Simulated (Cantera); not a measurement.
Charge: 1 mol Si, 0.87 mol Cl2, 4.4 mol H2, at 600 K and 593 Torr.

Equilibrium computed with Cantera from the NASA thermochemical tables; the gas is ideal and each condensed phase is pure. Candidate condensed phases: Si; 19 gas species. Equilibrium is a limit: real reactors are often held back by kinetics, nucleation or transport.

Base state: H2 0.898, SiCl4 0.0589, SiHCl3 0.0418, SiH2Cl2 0.00149, HCl 3.47e-5, SiH3Cl 1.04e-5 (mole fractions); condensed: Si(s).

Problem. What changes in the equilibrium state with this change: temperature from 600 K to 1773 K?

Solution. 
```json
[
 {"species": "H2", "before": "0.898", "after": "0.768"},
 {"species": "HCl", "before": "3.47e-5", "after": "0.140"},
 {"species": "SiCl2", "before": "<1e-9", "after": "0.0821"},
 {"species": "SiCl4", "before": "0.0589", "after": "0.000912"},
 {"species": "SiHCl3", "before": "0.0418", "after": "0.00117"},
 {"species": "H", "before": "<1e-9", "after": "0.000281"},
 {"species": "SiCl3", "before": "1.58e-7", "after": "0.00664"},
 {"species": "Cl", "before": "<1e-9", "after": "3.93e-5"},
 {"species": "Si(s), mol", "before": "0.511", "after": "0"},
 {"species": "Si(l), mol", "before": "0", "after": "0.522"}
]
```
The tables' values for SiCl3, SiCl are old estimates; treat these amounts as uncertain. Gases not in the tables: Si2H6 and higher silanes.

Problem. What changes in the equilibrium state with this change: temperature from 600 K to 823 K?

Solution. 
```json
[
 {"species": "H2", "before": "0.898", "after": "0.897"},
 {"species": "SiCl4", "before": "0.0589", "after": "0.0607"},
 {"species": "SiHCl3", "before": "0.0418", "after": "0.0383"},
 {"species": "HCl", "before": "3.47e-5", "after": "0.00172"},
 {"species": "SiCl3", "before": "1.58e-7", "after": "4.94e-5"},
 {"species": "SiH3Cl", "before": "1.04e-5", "after": "2.52e-5"},
 {"species": "SiH2Cl2", "before": "0.00149", "after": "0.00203"},
 {"species": "Si(s), mol", "before": "0.511", "after": "0.516"}
]
```
The tables' values for SiCl3 are old estimates; treat these amounts as uncertain.
